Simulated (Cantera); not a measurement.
An adiabatic, constant-pressure homogeneous reactor starts with 35.6 % CO, 3.27 % H₂, 1.21 % CH₄, 12.1 % O₂, 45.6 % N₂, 2.24 % H₂O, at 1425 K and 7500 Torr.

Detailed kinetics in Cantera: GRI-Mech 3.0 (53 species, 325 reactions).

**Question.** Predict: time of steepest temperature rise; temperature at 0.200 s; equilibrium temperature; x(CO) at 0.200 s; x(H₂) at 0.200 s; x(O₂) at 0.200 s.

**Answer.** 
| Item | Value |
|---|---|
| time of steepest temperature rise | 9.82 µs |
| temperature at 0.200 s | 2903 K |
| equilibrium temperature | 2903 K |
| x(CO) at 0.200 s | 0.217 (gas-phase equilibrium 0.217) |
| x(H₂) at 0.200 s | 0.0113 (gas-phase equilibrium 0.0113) |
| x(O₂) at 0.200 s | 0.00392 (gas-phase equilibrium 0.00392) |
